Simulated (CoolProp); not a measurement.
The numbers come from the reference Helmholtz-energy equation of state, Lemmon 2006 in CoolProp. It is a short technical equation, of lower accuracy than the large ones.

### Question
Give the vapour pressure (kPa), liquid cp (kJ/(kg K)), vapour Z of saturated acetone at 370.5, 382.9, 407.8 K.

### Answer
```json
[
 {"T (K)": "370.5", "p (kPa)": "348", "liquid cp (kJ/(kg K))": "2.38", "vapour Z": "0.891"},
 {"T (K)": "382.9", "p (kPa)": "475", "liquid cp (kJ/(kg K))": "2.43", "vapour Z": "0.868"},
 {"T (K)": "407.8", "p (kPa)": "835", "liquid cp (kJ/(kg K))": "2.56", "vapour Z": "0.812"}
]
```
